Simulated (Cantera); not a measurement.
A Cantera script and what it prints.

```python
import numpy as np
import cantera as ct

gas_names = [...]  # 114 gases of nasa_gas.yaml made of C, Fe, H, O
cond_names = """
    C(gr) C6H6(L) C7H8(L) C8H18(L),n-octa Fe(a) Fe(c) Fe(d) Fe(L) FeC5O5(L) FeO(s) FeO(L) Fe(OH)2(s)
    Fe(OH)3(s) Fe2O3(s) Fe3O4(s) H2O(s) H2O(L)
""".split()


# ... load() reads the species with a 1 bar reference pressure and builds the phases ...
atoms = {
    'Fe(CO)5': {'Fe': 1, 'C': 5, 'O': 5},
    'H2': {'H': 2},
}
top_T = {'C(gr)': 4500, 'Fe2O3(s)': 1830, 'Fe3O4(s)': 1870}  # K; cautious upper limits of use, not melting points


# ... equilibrate(T, P, feed) seeds the gas with the atoms and calls Mixture.equilibrate('TP', solver="vcs", rtol=1e-11, max_steps=5000) ...
results = []
feed = {'Fe(CO)5': 1, 'H2': 0.25}  # mol
T = 975  # K
for P in [10, 36, 130, 460, 1700, 6000, 22000, 77000, 280000, 1000000]:
    mix = equilibrate(T, P, feed)
    results.append((T, P, feed, dict(zip(mix.species_names, mix.species_moles))))

top = {s: max(r[3][s] / sum(r[3][g] for g in gas_names) for r in results) for s in gas_names}
cols = sorted((s for s in top if top[s] > 0.001), key=lambda s: -top[s])[:8]
seen = [c for c in cond_names if any(r[3].get(c, 0) > 1e-12 for r in results)]
print("log10 of partial pressures in bar; condensed amounts in mol")
print(f"{'P/Pa':>10s}" + "".join(f"{s[:9]:>10s}" for s in cols + seen))
for T, P, feed, n in results:
    ng = sum(n[g] for g in gas_names)
    print(f"{P:10.4g}" + "".join(f"{np.log10(max(n[s] / ng * P / 1e5, 1e-99)):10.3f}" for s in cols)
          + "".join(f"{n.get(c, 0):10.4g}" for c in seen))
```

Result:

```
log10 of partial pressures in bar; condensed amounts in mol
      P/Pa        CO       CO2        H2       H2O       CH4     C(gr)     Fe(a)    FeO(s)
        10    -4.021    -8.060    -5.322    -9.565   -11.545 0.0004714         1         0
        36    -3.465    -6.948    -4.766    -8.452   -10.433  0.001696         1         0
       130    -2.908    -5.833    -4.208    -7.337    -9.317  0.006108         1         0
       460    -2.360    -4.738    -3.659    -6.240    -8.219   0.02142         1         0
      1700    -1.798    -3.613    -3.090    -5.108    -7.080   0.07656         1         0
      6000    -1.266    -2.550    -2.538    -4.025    -5.976    0.2431         1         0
   2.2e+04    -0.750    -1.518    -1.967    -2.938    -4.834    0.6569         1         0
   7.7e+04    -0.314    -0.646    -1.341    -1.877    -3.583     2.006         0         1
   2.8e+05     0.076     0.134    -0.844    -0.989    -2.588     2.456         0         1
     1e+06     0.413     0.808    -0.422    -0.231    -1.745     2.746         0         1
```

Equilibrium computed with Cantera from the NASA thermochemical tables; the gas is ideal and each condensed phase is pure. The tables' stoichiometric FeO is somewhat more stable than real wüstite, so its field is too wide. FeO: taken at fixed stoichiometry. Condensed phases not in the tables: cementite and carbon dissolved in iron.
